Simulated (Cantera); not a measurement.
Cantera run:

```python
import numpy as np
import cantera as ct

gas_names = """
    CL CL2 H HCL H2 N NH NH2 NH3 N2 N2H2 N2H4 Si SiCL SiCL2 SiCL3 SiCL4 SiH SiHCL3 SiH2 SiH2CL2 SiH3
    SiH3CL SiH4 SiN Si2 Si2N Si3
""".split()
cond_names = """
    NH4CL(a) NH4CL(b) Si(cr) Si(L) Si3N4(a)
""".split()


# ... load() reads the species with a 1 bar reference pressure and builds the phases ...
atoms = {
    'SiHCl3': {'Si': 1, 'H': 1, 'CL': 3},
    'N2': {'N': 2},
    'NH3': {'N': 1, 'H': 3},
}
top_T = {'Si3N4(a)': 2400}  # K; cautious upper limits of use, not melting points


# ... equilibrate(T, P, feed) seeds the gas with the atoms and calls Mixture.equilibrate('TP', solver="vcs", rtol=1e-11, max_steps=5000) ...
results = []
feed = {'SiHCl3': 1, 'N2': 62, 'NH3': 5.6}  # mol
T = 1425  # K
P = 1333.22  # Pa
mix = equilibrate(T, P, feed)
results.append((T, P, feed, dict(zip(mix.species_names, mix.species_moles))))
print(gas.report(threshold=1e-06))
for i in range(1, mix.n_phases):
    print(f"{mix.phase(i).name:16s} {mix.phase_moles(i):12.5e} mol")
```

Result:

```
       temperature   1425 K
          pressure   1333.2 Pa
           density   0.0029016 kg/m^3
  mean mol. weight   25.786 kg/kmol
   phase of matter   gas

                          1 kg             1 kmol
                     ---------------   ---------------
          enthalpy        1.2356e+06         3.186e+07  J
   internal energy        7.7608e+05        2.0012e+07  J
           entropy             10611        2.7363e+05  J/K
    Gibbs function       -1.3885e+07       -3.5806e+08  J
 heat capacity c_p            1328.2             34250  J/K
 heat capacity c_v            1005.8             25936  J/K

                      mass frac. Y      mole frac. X     chem. pot. / RT
                     ---------------   ---------------   ---------------
                CL        8.2718e-06        6.0169e-06           -28.057
                 H         7.293e-07        1.8657e-05           -12.539
               HCL          0.055531          0.039277           -40.596
                H2         0.0077966          0.099726           -25.078
                N2           0.93485           0.86051           -30.323
             SiCL2         0.0016359        0.00042618           -65.271
             SiCL3        0.00013223        2.5364e-05           -93.328
             SiCL4        3.9116e-05        5.9374e-06           -121.38
            SiHCL3        6.1959e-06        1.1796e-06           -105.87
     [  +19 minor]        2.2034e-07        9.1723e-08

Si(cr)            0.00000e+00 mol
Si3N4(a)          3.21933e-01 mol
```

These are equilibrium values from Cantera (NASA tables, ideal gas, pure condensed phases), not measurements of a reactor. The tables' values for SiCl3 are old estimates; treat these amounts as uncertain.
